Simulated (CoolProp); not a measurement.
Properties of trans-2-butene along the isotherm 259.6 K (Tc = 428.6 K, pc = 4.019 MPa, ω = 0.210).

Computed with CoolProp (reference Helmholtz-energy equation of state, Lemmon 2005). It is a short technical equation, of lower accuracy than the large ones.

| p (MPa) | phase | isothermal compressibility (1/MPa) | fugacity coefficient |
|---|---|---|---|
| 0.0318 | gas | 31.96 | 0.9844 |
| 0.0466 | gas | 21.99 | 0.9771 |
| 0.0685 | liquid | 0.001758 | 0.8007 |
| 0.1 | liquid | 0.001756 | 0.5492 |
| 0.147 | liquid | 0.001755 | 0.3743 |
| 0.216 | liquid | 0.001753 | 0.2554 |
| 0.318 | liquid | 0.001749 | 0.1742 |
| 0.466 | liquid | 0.001744 | 0.1196 |
| 0.685 | liquid | 0.001737 | 0.08209 |
| 1 | liquid | 0.001727 | 0.05695 |
| 1.47 | liquid | 0.001711 | 0.03949 |
| 2.16 | liquid | 0.001690 | 0.02763 |
| 3.18 | liquid | 0.001659 | 0.01956 |
| 4.66 | liquid | 0.001616 | 0.01416 |
| 6.85 | liquid | 0.001557 | 0.01052 |
| 10 | liquid | 0.001481 | 0.008171 |
